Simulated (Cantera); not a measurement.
## Catalytic combustion on Pt

An isothermal plug-flow reactor at 525 K and 1.00 bar (inlet), inlet velocity 0.9 m/s, active area per volume 2700 1/m; feed H₂ : O₂ : N₂ = 0.0021 : 0.012 : 0.79 (molar parts), equivalence ratio 0.087.

Detailed kinetics in Cantera: Deutschmann's 1995 Pt surface mechanism with GRI-Mech 3.0 gas chemistry. Catalytic surfaces can have several steady states; this one follows from the mechanism file's or the stated starting coverage. Mass transfer to the wall is taken as infinitely fast.

```
z (m)        x H₂    x O₂    x H₂O  θ free Pt   θ O*    θ OH*
-------  --------  ------  -------  ---------  -----  -------
0.00026  0.000370  0.0138  0.00224     0.0405  0.951  0.00898
0.00055  0.000187  0.0137  0.00243     0.0206  0.973  0.00664
0.0012    8.84e-5  0.0137  0.00253    0.00978  0.986  0.00466
0.0026    4.14e-5  0.0137  0.00257    0.00459  0.992  0.00322
0.0055    1.96e-5  0.0136  0.00260    0.00219  0.996  0.00224
0.012     8.89e-6  0.0136  0.00261    0.00104  0.997  0.00154
0.026     3.87e-6  0.0136  0.00261   0.000529  0.998  0.00110
```
x: gas mole fraction; θ: surface coverage.
